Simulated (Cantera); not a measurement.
**Diamond growth**

A diamond (100) surface in a fixed gas of H2 with x(CH4) = 0.0041, x(CH3) = 0.0012, at 1048 K, 0.0701 atm; coverages are run to steady state.

Detailed kinetics in Cantera: the Harris–Goodwin 1993 mechanism for the reconstructed diamond (100) surface.

```csv
x(H),growth (µm/h),θ c6HH,θ c6H*,θ c6*H,θ c6**,θ c6HM
0.0001,3.47,0.324,0.0101,0.182,0.00119,0.334
0.00022,7.36,0.319,0.0112,0.202,0.00233,0.322
0.00051,14.8,0.344,0.0130,0.234,0.00429,0.281
0.0011,24.6,0.390,0.0153,0.275,0.00664,0.217
0.0026,36.5,0.451,0.0181,0.326,0.00935,0.136
0.0057,45.0,0.496,0.0202,0.362,0.0112,0.0766
0.013,50.6,0.525,0.0217,0.386,0.0125,0.0378
0.029,53.5,0.540,0.0226,0.398,0.0131,0.0179
0.065,55.0,0.547,0.0235,0.404,0.0135,0.00821
```
θ: site fractions in the mechanism's names (c6HH fully hydrogenated, c6H* and c6*H radical sites, c6** diradical, c6HM methylated).
